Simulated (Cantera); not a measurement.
Input: 1 mol Al(CH3)3, 24 mol H2O, 150 mol H2, at 823 K and 10000 Pa.

Method: chemical equilibrium by Gibbs-energy minimisation in Cantera with the NASA 1993 tables (ideal gas, pure condensed phases). Candidate condensed phases: Al, Al2O3, C, C6H6, C7H8, C8H18, H2O; 121 gas species. The feed counts by its element totals alone. Rates play no part.

Task: What is the equilibrium state?

Result: 
| Quantity | Result |
|---|---|
| x(H2) | 0.873 |
| x(H2O) | 0.111 |
| x(CO) | 0.00760 |
| x(CH4) | 0.00563 |
| x(CO2) | 0.00349 |
| n(Al2O3(s)) | 0.500 mol |
| gas amount | 179.5 mol |
| log10 activity of C(graphite) (absent) | -1.10 |
| log10 activity of Al(s) (absent) | -24.39 |
